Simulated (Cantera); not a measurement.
An isothermal, constant-pressure homogeneous reactor starts with H2 : O2 = 0.21 : 1 (molar parts), equivalence ratio 0.10, at 973 K and 27.8 Torr.

Detailed kinetics in Cantera: the H2/O2 subset of GRI-Mech 3.0, which has no nitrogen chemistry. Radical loss at walls, strong at low pressure, is not modelled. The temperature is held fixed by assumption; the heat of reaction is taken as removed at once.

x: mole fraction; the columns are a selection and need not sum to one.

| t (s) | x H2 | x O2 | x HO2 | x OH | x O | x H2O2 | x H2O |
|---|---|---|---|---|---|---|---|
| 0.000800 | 0.174 | 0.826 | 1.07e-7 | 3.41e-7 | 8.98e-7 | 3.23e-11 | 2.61e-6 |
| 0.00208 | 0.0294 | 0.778 | 4.07e-5 | 0.00550 | 0.0190 | 1.63e-6 | 0.126 |
| 0.00541 | 0.00160 | 0.808 | 2.73e-5 | 0.000740 | 0.00138 | 1.45e-6 | 0.187 |
| 0.0141 | 0.000314 | 0.810 | 8.90e-6 | 0.000202 | 0.000173 | 7.79e-7 | 0.190 |
| 0.0366 | [?] | 0.810 | [?] | [?] | [?] | [?] | 0.190 |
| 0.0953 | 1.16e-5 | 0.810 | 6.39e-7 | 4.09e-5 | 6.41e-6 | 1.76e-7 | 0.190 |
| 0.248 | 1.43e-6 | 0.810 | 1.43e-7 | 1.96e-5 | 1.38e-6 | 7.27e-8 | 0.190 |
| 0.645 | [?] | 0.810 | [?] | [?] | [?] | [?] | 0.190 |
| 1.68 | 1.80e-8 | 0.810 | 1.10e-8 | 5.39e-6 | 1.04e-7 | 1.15e-8 | 0.190 |
| 4.37 | 4.75e-9 | 0.810 | 3.86e-9 | 3.11e-6 | 3.50e-8 | 4.72e-9 | 0.190 |
| 11.4 | 1.56e-9 | 0.810 | 1.52e-9 | 1.85e-6 | 1.24e-8 | 1.93e-9 | 0.190 |
| 29.6 | 5.50e-10 | 0.810 | 7.66e-10 | 1.12e-6 | 4.57e-9 | 7.81e-10 | 0.190 |
| 76.9 | 2.04e-10 | 0.810 | 6.12e-10 | 6.88e-7 | 1.72e-9 | 3.15e-10 | 0.190 |
| 200 | 8.33e-11 | 0.810 | 7.33e-10 | 4.37e-7 | 6.97e-10 | 1.34e-10 | 0.190 |

Question: Complete the blanks.

Answer: 
- 0.0366, x H2: 6.77e-5
- 0.0366, x HO2: 2.63e-6
- 0.0366, x OH: 8.70e-5
- 0.0366, x O: 3.22e-5
- 0.0366, x H2O2: 3.91e-7
- 0.645, x H2: 1.37e-7
- 0.645, x HO2: 3.61e-8
- 0.645, x OH: 9.89e-6
- 0.645, x O: 3.48e-7
- 0.645, x H2O2: 2.87e-8
